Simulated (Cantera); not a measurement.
An isothermal, constant-pressure homogeneous reactor starts with N₂O : N₂ = 1 : 0.44 (molar parts), at 1000 K and 0.150 bar. Integrator tolerance rtol = 1e-08.

Cantera simulation using GRI-Mech 3.0 (53 species, 325 reactions); the numbers are that mechanism's predictions, not measurements. GRI-Mech 3.0 was tuned for natural gas; its chemistry of N2O as a main component is partial and can be far from experiment. The mechanism lacks the step 2 NO + O2 → 2 NO2, which can matter for NO2 below about 1400 K. The temperature is held fixed by assumption; the heat of reaction is taken as removed at once.

**Question.** What does this change do: pressure from 0.150 bar to 0.0310 bar?

**Answer.** 
```
quantity                                           before                                     after
---------------  ----------------------------------------  ----------------------------------------
x(N₂O) at 200 s     0.542 (gas-phase equilibrium 1.04e-9)    0.659 (gas-phase equilibrium 4.75e-10)
x(N₂) at 200 s        0.399 (gas-phase equilibrium 0.742)       0.328 (gas-phase equilibrium 0.742)
x(NO) at 200 s    0.00447 (gas-phase equilibrium 3.38e-5)   0.00106 (gas-phase equilibrium 3.38e-5)
x(NO₂) at 200 s   1.14e-5 (gas-phase equilibrium 7.78e-7)   5.27e-7 (gas-phase equilibrium 3.54e-7)
x(O₂) at 200 s       0.0542 (gas-phase equilibrium 0.258)      0.0128 (gas-phase equilibrium 0.258)
x(O) at 200 s    4.05e-8 (gas-phase equilibrium 2.07e-10)  4.20e-8 (gas-phase equilibrium 4.56e-10)
```
Radical loss at walls, strong at low pressure, is not modelled.

**Question.** What does this change do: N2 0.44 to 1.1 parts?

**Answer.** 
```tsv
quantity	before	after
x(N₂O) at 200 s	0.542 (gas-phase equilibrium 1.04e-9)	0.379 (gas-phase equilibrium 9.82e-10)
x(N₂) at 200 s	0.399 (gas-phase equilibrium 0.742)	0.580 (gas-phase equilibrium 0.808)
x(NO) at 200 s	0.00447 (gas-phase equilibrium 3.38e-5)	0.00312 (gas-phase equilibrium 3.05e-5)
x(NO₂) at 200 s	1.14e-5 (gas-phase equilibrium 7.78e-7)	7.92e-6 (gas-phase equilibrium 6.06e-7)
x(O₂) at 200 s	0.0542 (gas-phase equilibrium 0.258)	0.0378 (gas-phase equilibrium 0.192)
x(O) at 200 s	4.05e-8 (gas-phase equilibrium 2.07e-10)	4.05e-8 (gas-phase equilibrium 1.79e-10)
```

**Question.** What does this change do: pressure from 0.150 bar to 0.270 bar?

**Answer.** 
| quantity | before | after |
|---|---|---|
| x(N₂O) at 200 s | 0.542 (gas-phase equilibrium 1.04e-9) | 0.454 (gas-phase equilibrium 1.40e-9) |
| x(N₂) at 200 s | 0.399 (gas-phase equilibrium 0.742) | 0.454 (gas-phase equilibrium 0.742) |
| x(NO) at 200 s | 0.00447 (gas-phase equilibrium 3.38e-5) | 0.00696 (gas-phase equilibrium 3.38e-5) |
| x(NO₂) at 200 s | 1.14e-5 (gas-phase equilibrium 7.78e-7) | 3.21e-5 (gas-phase equilibrium 1.04e-6) |
| x(O₂) at 200 s | 0.0542 (gas-phase equilibrium 0.258) | 0.0859 (gas-phase equilibrium 0.258) |
| x(O) at 200 s | 4.05e-8 (gas-phase equilibrium 2.07e-10) | 3.76e-8 (gas-phase equilibrium 1.55e-10) |
